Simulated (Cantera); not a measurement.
**Adiabatic ignition**

An adiabatic, constant-pressure homogeneous reactor starts with CH4 : CO : O2 : N2 = 1 : 0.31 : 1.44 : 5.4 (molar parts), at 1773 K and 10.0 bar.

Computed with Cantera and GRI-Mech 3.0 (53 species, 325 reactions). Above 3000 K some thermodynamic fits are extrapolated.

```tsv
t (s)	T (K)	x CH4	x CO	x O2	x H2O	x CO2	x CH2CO
3.00e-6	1773	0.122	0.0380	0.176	0.000196	2.50e-5	3.85e-8
1.33e-5	1797	0.114	0.0389	0.172	0.00559	0.000458	1.75e-5
5.91e-5	3012	7.72e-12	0.109	0.00158	0.156	0.0392	<1e-12
0.000262	3003	8.36e-12	0.109	0.00143	0.155	0.0387	<1e-12
0.00116	3003	8.38e-12	0.109	0.00143	0.155	0.0387	<1e-12
0.00516	3003	8.38e-12	0.109	0.00143	0.155	0.0387	<1e-12
0.0229	3003	8.38e-12	0.109	0.00143	0.155	0.0387	<1e-12
0.102	3003	8.38e-12	0.109	0.00143	0.155	0.0387	<1e-12
0.451	3003	8.38e-12	0.109	0.00143	0.155	0.0387	<1e-12
2.00	3003	8.38e-12	0.109	0.00143	0.155	0.0387	<1e-12
```
x: mole fraction; the columns are a selection and need not sum to one.

```yaml
time_of_steepest_temperature_rise: 22.9 µs
temperature at 2.00 s: 3003 K
equilibrium_temperature: 3003 K
x(CH4) at 2.00 s: 8.38e-12 (gas-phase equilibrium 9.78e-12)
x(CO) at 2.00 s: 0.109 (gas-phase equilibrium 0.109)
x(O2) at 2.00 s: 0.00143 (gas-phase equilibrium 0.00143)
```
